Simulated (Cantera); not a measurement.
What does this Cantera script print?

```python
import numpy as np
import cantera as ct

gas_names = """
    B BF BF2 BF3 BH BHF2 BH2 BH3 BN B2 F F2 H HF H2 H2F2 H3F3 H4F4 H5F5 H6F6 H7F7 N NF NF2 NF3 NH NH2
    NH3 N2 N2H2 N2H4
""".split()
cond_names = """
    B(b) B(L) BN(s)
""".split()


# ... load() reads the species with a 1 bar reference pressure and builds the phases ...
atoms = {
    'BN': {'B': 1, 'N': 1},
    'F2': {'F': 2},
    'N2': {'N': 2},
    'H2': {'H': 2},
}
top_T = {'BN(s)': 3200}  # K; cautious upper limits of use, not melting points


# ... equilibrate(T, P, feed) seeds the gas with the atoms and calls Mixture.equilibrate('TP', solver="vcs", rtol=1e-11, max_steps=5000) ...
results = []
feed = {'BN': 1, 'F2': 8, 'N2': 35, 'H2': 2.1}  # mol
P = 100000  # Pa
for T in [798, 898, 998, 1098, 1198, 1298, 1398, 1498, 1598, 1698, 1798, 1898, 1998]:
    mix = equilibrate(T, P, feed)
    results.append((T, P, feed, dict(zip(mix.species_names, mix.species_moles))))

top = {s: max(r[3][s] / sum(r[3][g] for g in gas_names) for r in results) for s in gas_names}
cols = sorted((s for s in top if top[s] > 0.001), key=lambda s: -top[s])[:6]
seen = [c for c in cond_names if any(r[3].get(c, 0) > 1e-12 for r in results)]
print("log10 of partial pressures in bar; condensed amounts in mol")
print(f"{'T/K':>10s}" + "".join(f"{s[:9]:>10s}" for s in cols + seen))
for T, P, feed, n in results:
    ng = sum(n[g] for g in gas_names)
    print(f"{T:10.4g}" + "".join(f"{np.log10(max(n[s] / ng * P / 1e5, 1e-99)):10.3f}" for s in cols)
          + "".join(f"{n.get(c, 0):10.4g}" for c in seen))
```

It prints:

```
log10 of partial pressures in bar; condensed amounts in mol
       T/K        N2         F        HF        F2       NF3       BF3
       798    -0.096    -2.941    -1.008    -1.695    -1.262    -1.631
       898    -0.101    -2.126    -1.021    -1.260    -1.562    -1.644
       998    -0.108    -1.585    -1.033    -1.137    -2.135    -1.657
      1098    -0.117    -1.224    -1.043    -1.202    -2.851    -1.667
      1198    -0.127    -0.989    -1.054    -1.388    -3.643    -1.677
      1298    -0.135    -0.855    -1.062    -1.679    -4.510    -1.686
      1398    -0.140    -0.793    -1.067    -2.034    -5.408    -1.691
      1498    -0.143    -0.768    -1.070    -2.400    -6.270    -1.693
      1598    -0.144    -0.758    -1.071    -2.745    -7.059    -1.694
      1698    -0.144    -0.754    -1.071    -3.059    -7.768    -1.694
      1798    -0.144    -0.752    -1.071    -3.342    -8.403    -1.694
      1898    -0.144    -0.751    -1.071    -3.598    -8.973    -1.694
      1998    -0.144    -0.751    -1.071    -3.829    -9.485    -1.695
```

Method: chemical equilibrium by Gibbs-energy minimisation in Cantera with the NASA 1993 tables (ideal gas, pure condensed phases).
